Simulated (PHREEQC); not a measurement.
Make-up at 85 °C: 0.29 mol/kgw NaHCO3 and 0.1 mol/kgw NH3. Closed to the air; pH follows from the charge balance.

Equilibrium calculation in PHREEQC: ion-association model, phreeqc.dat.

```yaml
pH: 7.93
ionic_strength: 0.285 mol/kgw
activity_of_water: 0.989
specific_conductance: 52400 µS/cm
density: 0.986 g/cm³
total_alkalinity: 390 meq/kg
```

| species | molality | activity | log γ |
|---|---|---|---|
| Na+ | 0.229 | 0.160 | -0.154 |
| HCO3- | 0.221 | 0.154 | -0.156 |
| NH4+ | 0.0519 | 0.0318 | -0.212 |
| NaCO3- | 0.0516 | 0.0364 | -0.152 |
| NH3 | 0.0481 | 0.0514 | 0.028 |
| NaHCO3 | 0.00981 | 0.0105 | 0.028 |
| CO3-2 | 0.00413 | 0.000981 | -0.624 |
| CO2 | 0.00387 | 0.00413 | 0.028 |

This is a speciation only: nothing precipitates in the calculation. Species that the database lacks are ignored. Carbamate, which ammonia and carbonate form, is missing from the database. At this temperature some constants are extrapolated from 25 °C, and those without enthalpy data are left unchanged.
